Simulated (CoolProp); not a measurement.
Vapour-liquid equilibrium of R22 (1) + R114 (2) at 296.3 K; x and y are mole fractions of (1).

Computed with CoolProp (multi-fluid Helmholtz-energy mixture model, Kamei 1995 and Platzer 1990; pair parameters Bell 2016). This equation is an older, rougher fit; its heat capacities, sound speeds and derivatives of the liquid may be far off and weren't checked against measurements.

| x | bubble pressure, mixture model (bar) | bubble pressure, Raoult's law (bar) | y, mixture model | y, Raoult's law |
|---|---|---|---|---|
| 0.05 | 2.684 | 2.415 | 0.267 | 0.206 |
| 0.125 | 3.529 | 3.008 | 0.466 | 0.413 |
| 0.2 | 4.243 | 3.601 | 0.577 | 0.551 |
| 0.275 | 4.866 | 4.194 | 0.651 | 0.651 |
| 0.35 | 5.429 | 4.787 | 0.707 | 0.726 |
| 0.425 | 5.955 | 5.381 | 0.751 | 0.784 |
| 0.5 | 6.461 | 5.974 | 0.790 | 0.831 |
| 0.575 | 6.958 | 6.567 | 0.825 | 0.869 |
| 0.65 | 7.456 | 7.160 | 0.858 | 0.901 |
| 0.725 | 7.960 | 7.753 | 0.890 | 0.928 |
| 0.8 | 8.476 | 8.346 | 0.920 | 0.952 |
| 0.875 | 9.007 | 8.939 | 0.951 | 0.972 |
| 0.95 | 9.554 | 9.532 | 0.980 | 0.989 |

The largest gap from Raoult's law is +17.8 % in bubble pressure, at x = 0.2. No azeotrope shows between x = 0.05 and 0.95.

The pair parameters rest on a limited set of measurements; away from them the model extrapolates.
